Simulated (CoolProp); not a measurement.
A single-stage vapour-compression cycle with n-hexane: evaporating at 319.15 K (dew point), condensing at 372.15 K (bubble point), superheat 8 K, subcooling 5 K, compressor efficiency 0.85, no pressure losses. Each further row changes one setting.

Model: reference Helmholtz-energy equation of state, Thol 2019, in CoolProp.

```csv
case,cooling COP,pressure ratio,discharge temperature (K),refrigerating effect (kJ/kg),volumetric capacity (kJ/m³)
as stated,4.14,5.14,372.2,247,375
evaporating temperature 324.15 K,___,4.28,372.2,256,460
condensing temperature 367.15 K,___,4.50,367.2,260,395
subcooling 10 K,___,5.14,372.2,260,395
superheat 18 K,___,5.14,374.0,265,390
compressor efficiency 0.75,3.65,5.14,372.2,247,375
```

### Question
What belongs in the gaps?

### Answer

- evaporating temperature 324.15 K, cooling COP: 4.78
- condensing temperature 367.15 K, cooling COP: 4.73
- subcooling 10 K, cooling COP: 4.36
- superheat 18 K, cooling COP: 4.26

The compression ends wet for: as stated; evaporating temperature 324.15 K; condensing temperature 367.15 K; subcooling 10 K; compressor efficiency 0.75.
